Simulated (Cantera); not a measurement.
**Equilibrium for carbon deposition, reforming and gasification: C + H2O + H2 + CO2**

Charge: 1 mol C, 0.96 mol H2O, 6.8 mol H2, 4.1 mol CO2, held at 1173 K and 1.10 mbar.

These are equilibrium values from Cantera (NASA tables, ideal gas, pure condensed phases), not measurements of a reactor. Candidate condensed phases: C, C6H6, C7H8, C8H18, H2O; 110 gas species. Kinetics and transport are ignored.

```
Quantity                                   Result
--------------------------------------  ---------
x(H2)                                       0.401
x(CO)                                       0.284
x(H2O)                                      0.203
x(CO2)                                      0.113
x(H)                                      2.25e-6
gas amount                              12.86 mol
log10 activity of C(graphite) (absent)      -4.66
```
